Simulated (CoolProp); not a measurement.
A simple Rankine cycle with water: condensing at 312.15 K, boiler at 0.962 MPa, turbine inlet 601.4 K, turbine efficiency 0.85, pump efficiency 0.7, no recuperator. Each further row changes one setting.

The numbers come from the reference Helmholtz-energy equation of state, Wagner 2002 in CoolProp.

```csv
case,thermal efficiency (%),net work (kJ/kg),heat in (kJ/kg),turbine exit temperature (K),volume ratio over the turbine
as stated,24.8,731,2950,312.1,66.8
turbine inlet 621.4 K,25.0,749,2990,312.1,65.2
condensing temperature 304.15 K,26.1,777,2980,304.1,100
boiler pressure 0.673 MPa,23.4,691,2950,312.1,47.4
turbine efficiency 0.75,21.9,645,2950,312.1,69.4
```

The expansion ends wet for: as stated; turbine inlet 621.4 K; condensing temperature 304.15 K; boiler pressure 0.673 MPa; turbine efficiency 0.75.
